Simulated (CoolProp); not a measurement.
Cyclopropane along the isobar 28 MPa: density (kg/m³) from the reference equation and from simpler models built on Tc = 398.7 K, pc = 5.605 MPa, ω = 0.131; each cubic takes its own stable root.

Values from CoolProp's reference Helmholtz-energy equation of state, Polt 1992. This equation is an older, rougher fit; its heat capacities, sound speeds and derivatives of the liquid may be far off and weren't checked against measurements.

```tsv
T (K)	phase	reference	van der Waals	Redlich-Kwong	Soave-Redlich-Kwong	Peng-Robinson
299.2	liquid	663.5	445.0	617.2	622.8	699.1
320.9	liquid	638.0	434.2	593.8	599.2	672.3
342.6	liquid	611.7	423.2	569.6	574.2	643.5
364.4	liquid	584.4	411.8	544.3	547.6	612.6
386.1	liquid	556.2	400.2	518.4	519.8	579.9
407.8	supercritical	527.0	388.3	491.9	490.7	545.6
429.5	supercritical	496.7	376.1	464.9	460.8	510.1
451.3	supercritical	465.7	363.6	437.8	430.3	473.9
473	supercritical	434.5	350.9	411.2	400.2	438.3
```
